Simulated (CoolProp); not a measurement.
Vapour-liquid equilibrium of acetone (1) + cyclohexane (2) at 0.0819 MPa; x and y are mole fractions of (1).

Model: multi-fluid Helmholtz-energy mixture model, Lemmon 2006 and Zhou 2014; pair parameters Bell 2016, in CoolProp.

| x | bubble temperature, mixture model (K) | bubble temperature, Raoult's law (K) | y, mixture model | y, Raoult's law |
|---|---|---|---|---|
| 0.05 | 336.1 | 345.1 | 0.322 | 0.103 |
| 0.125 | 328.2 | 342.6 | 0.509 | 0.239 |
| 0.2 | 324.7 | 340.2 | 0.584 | 0.356 |
| 0.275 | 323.1 | 338.1 | 0.622 | 0.456 |
| 0.35 | 322.2 | 336.1 | 0.643 | 0.544 |
| 0.425 | 321.6 | 334.2 | 0.658 | 0.622 |
| 0.5 | 321.3 | 332.5 | 0.672 | 0.690 |
| 0.575 | 321.0 | 330.8 | 0.688 | 0.751 |
| 0.65 | 320.7 | 329.3 | 0.708 | 0.806 |
| 0.725 | 320.6 | 327.8 | 0.735 | 0.855 |
| 0.8 | 320.7 | 326.5 | 0.774 | 0.900 |
| 0.875 | 321.1 | 325.2 | 0.832 | 0.940 |
| 0.95 | 322.0 | 323.9 | 0.918 | 0.977 |

The largest gap from Raoult's law is -15.5 K in bubble temperature, at x = 0.2. y crosses x between x = 0.725 and 0.8: the model has an azeotrope there.

Pair parameters are fitted to limited data, so mixtures are less certain than the pure fluids. With so large a gap from Raoult's law the liquid may split in two, which this calculation doesn't test in full.
